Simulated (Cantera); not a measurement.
Input: 1 mol TEOS, 3.9 mol CO₂, 1.5 mol N₂, held at 1700 K.

Method: chemical equilibrium by Gibbs-energy minimisation in Cantera with the NASA 1993 tables (ideal gas, pure condensed phases). Candidate condensed phases: C, C₆H₆, C₇H₈, C₈H₁₈, H₂O, Si, SiC, SiO₂, Si₂N₂O, Si₃N₄; 151 gas species. The feed counts by its element totals alone. Equilibrium is a limit: real reactors are often held back by kinetics, nucleation or transport.

Problem. At 26.0 Pa, list the 4 most abundant gas species with their mole fractions, and the condensed phases.

Solution. CO 0.486, H₂ 0.425, N₂ 0.0641, SiO 0.0193. Condensed: SiC(s).
